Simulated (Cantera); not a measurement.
A counterflow diffusion flame at 750 Torr, nozzles 20 mm apart: fuel side 100 % CH4 at 475 K, oxidiser side 19.0 % O2, 81.0 % N2 at 575 K, fuel mass flux 0.72 times the oxidiser's; mixture-averaged transport, no radiation.

Computed with Cantera and GRI-Mech 3.0 (53 species, 325 reactions). GRI-Mech 3.0 has no aromatics or soot, which form on the fuel side of real flames. The maximum strain rate includes the flame's own expansion and is several times the mean.

x: mole fraction; the columns are a selection and need not sum to one.

```csv
oxidiser flux (kg/m²/s),max strain (1/s),mean strain (1/s),T max (K),peak x OH,peak x H,peak x NO,peak x CO,peak x C2H2
0.25,179,42.9,2077,0.00703,0.00388,0.000241,0.0479,0.0123
0.36,247,61.8,2061,0.00696,0.00406,0.000218,0.0473,0.0112
0.53,352,91.0,2046,0.00691,0.00427,0.000192,0.0472,0.0103
0.76,…,130,2028,0.00675,0.00440,…,0.0470,…
1.1,691,189,2007,0.00651,0.00449,0.000129,0.0471,0.00841
1.6,983,275,1978,0.00609,0.00445,9.30e-5,0.0475,0.00715
2.3,1390,395,1940,0.00546,0.00420,5.80e-5,0.0480,0.00561
3.4,…,584,1842,…,…,…,0.0478,…
```

Task: Fill in the missing entries.

Result: 
- 0.76, max strain (1/s): 490
- 0.76, peak x NO: 0.000162
- 0.76, peak x C2H2: 0.00942
- 3.4, max strain (1/s): 1980
- 3.4, peak x OH: 0.00385
- 3.4, peak x H: 0.00306
- 3.4, peak x NO: 1.68e-5
- 3.4, peak x C2H2: 0.00269
